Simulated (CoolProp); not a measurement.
Vapour-liquid equilibrium of R1234yf (1) + R227EA (2) at 83.3 kPa; x and y are mole fractions of (1).

Model: multi-fluid Helmholtz-energy mixture model, Lemmon 2022 and Lemmon 2016; pair parameters Bell 2016, in CoolProp.

```csv
x,"bubble temperature, mixture model (°C)","bubble temperature, Raoult's law (°C)","y, mixture model","y, Raoult's law"
0.05,-21.7,-21.6,0.085,0.085
0.125,-22.9,-22.8,0.201,0.202
0.2,-24.1,-24.0,0.306,0.308
0.275,-25.2,-25.1,0.400,0.404
0.35,-26.2,-26.1,0.486,0.492
0.425,-27.2,-27.1,0.565,0.572
0.5,-28.2,-28.1,0.637,0.645
0.575,-29.1,-29.1,0.704,0.712
0.65,-30.0,-30.0,0.766,0.773
0.725,-30.9,-30.8,0.823,0.829
0.8,-31.7,-31.7,0.877,0.881
0.875,-32.5,-32.5,0.926,0.929
0.95,-33.3,-33.3,0.971,0.973
```

The largest gap from Raoult's law is -0.1 K in bubble temperature, at x = 0.275. No azeotrope shows between x = 0.05 and 0.95.

The pair parameters rest on a limited set of measurements; away from them the model extrapolates.
